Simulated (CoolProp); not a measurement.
Ethanol at 447.24 K and 1.34 MPa flows at 12 m/s in a round tube of 25 mm bore and 15 µm roughness, fully developed (64/Re and Nu = 3.66 if laminar; Colebrook and Gnielinski if turbulent). Each further row changes one setting.

Computed with CoolProp (reference Helmholtz-energy equation of state, Schroeder 2014).

```
case             Reynolds number  Darcy friction factor  pressure drop (Pa/m)  heat-transfer coefficient (W/(m² K))  mass flow (kg/h)
---------------  ---------------  ---------------------  --------------------  ------------------------------------  ----------------
as stated                 438000                 0.0184                  1030                                  1390               413
velocity 24 m/s           876000                 0.0179                  4010                                  2710               825
diameter 50 mm            876000                 0.0158                   441                                  1190              1650
```

Viscosity comes from a separate model (Kiselev 2005). Thermal conductivity comes from a separate model (Assael 2013).
